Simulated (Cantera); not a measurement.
A perfectly stirred reactor is fed with 41.0 % H₂, 34.1 % O₂, 24.9 % N₂, equivalence ratio 0.60, at 750 Torr; it is held at 1150 K, and followed from long to short residence time.

Computed with Cantera and GRI-Mech 3.0 (53 species, 325 reactions). The temperature is held fixed by assumption; the heat of reaction is taken as removed at once.

x: mole fraction; the columns are a selection and need not sum to one.

| τ (s) | x H₂ | x O₂ | x O | x OH | x NO | x H |
|---|---|---|---|---|---|---|
| 1.3 | 0.00232 | 0.173 | 1.46e-6 | [?] | 7.14e-9 | 4.89e-7 |
| 0.39 | 0.00505 | 0.174 | 3.69e-6 | [?] | 7.28e-9 | 1.55e-6 |
| 0.12 | 0.0109 | 0.176 | 8.15e-6 | [?] | 6.14e-9 | 4.67e-6 |
| 0.037 | 0.0224 | 0.181 | 1.65e-5 | [?] | 5.39e-9 | 1.37e-5 |
| 0.011 | 0.0401 | 0.188 | 3.48e-5 | [?] | 6.76e-9 | 4.08e-5 |
| 0.0035 | 0.0544 | 0.194 | 8.29e-5 | [?] | 1.32e-8 | 0.000118 |
| 0.0011 | 0.0646 | 0.198 | 0.000221 | [?] | 3.26e-8 | 0.000359 |

Some entries are withheld; supply them.


- 1.3, x OH: 8.53e-6
- 0.39, x OH: 1.27e-5
- 0.12, x OH: 1.85e-5
- 0.037, x OH: 2.79e-5
- 0.011, x OH: 4.94e-5
- 0.0035, x OH: 0.000110
- 0.0011, x OH: 0.000286
